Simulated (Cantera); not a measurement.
Feed: 1 mol Si₃N₄, 1.4 mol H₂O, at 1.33 mbar.

Equilibrium computed with Cantera from the NASA thermochemical tables; the gas is ideal and each condensed phase is pure. Candidate condensed phases: H₂O, Si, SiO₂, Si₂N₂O, Si₃N₄; 35 gas species. Mutual solubility and eutectic melting of coexisting phases are not modelled. Kinetics and transport are ignored.

Over these rows the condensed part is Si₂N₂O(s) + Si₃N₄(s). Partial pressures as log10 of bar:

```csv
T (K),1000/T (1/K),log p Si,log p H₂,log p N₂
1473,0.6789,-8.98,-3.00,-3.48
1498,0.6676,-8.57,-3.00,-3.48
1523,0.6566,-8.18,-3.00,-3.48
1548,0.6460,-7.80,-3.00,-3.48
1573,0.6357,?,-3.00,-3.48
1598,0.6258,-7.07,-3.00,-3.48
```

Question: Fit log p(Si) = a + b·(1000/T) to the five rows, give the apparent enthalpy, and predict the row at 1573 K.

Answer: Means: 1000/T = 0.6550, log p = -8.120. Sxy = -0.059860, Sxx = 0.0016662, so b = -35.93 and a = -8.120 − (-35.93)×0.6550 = 15.41.
Apparent enthalpy: −19.145 × (-35.93) = 688 kJ/mol. With the condensed phases at unit activity, 1/3 Si₃N₄(s) = Si(g) + 2/3 N₂(g) links this pressure to the main gases: over the six rows their terms move log p by +0.00 in all, so the slope is close to that reaction's ΔH°. The five rows lie within 0.01 of the line.
Prediction at 1573 K: 15.41 + (-35.93)×0.6357 = -7.43. The computed value is -7.43, 0.00 from the line.
